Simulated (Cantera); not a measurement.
An isothermal, constant-pressure homogeneous reactor starts with 2.64 % H2, 85.3 % O2, 10.2 % N2, 1.88 % H2O, equivalence ratio 0.015, at 1450 K and 4.13 Torr.

Model: the H2/O2 subset of GRI-Mech 3.0, which has no nitrogen chemistry, integrated in Cantera. Radical loss at walls, strong at low pressure, is not modelled.

**Question.** Predict: x(H2) at 9.00 s; x(O2) at 9.00 s; x(O) at 9.00 s; x(H2O) at 9.00 s; x(H) at 9.00 s; x(OH) at 9.00 s.

**Answer.** 
```json
{
 "x(H2) at 9.00 s": "9.52e-6 (gas-phase equilibrium 6.37e-7)",
 "x(O2) at 9.00 s": "0.850 (gas-phase equilibrium 0.850)",
 "x(O) at 9.00 s": "0.000377 (gas-phase equilibrium 2.51e-5)",
 "x(H2O) at 9.00 s": "0.0454 (gas-phase equilibrium 0.0457)",
 "x(H) at 9.00 s": "5.94e-6 (gas-phase equilibrium 1.02e-7)",
 "x(OH) at 9.00 s": "0.000680 (gas-phase equilibrium 0.000176)"
}
```
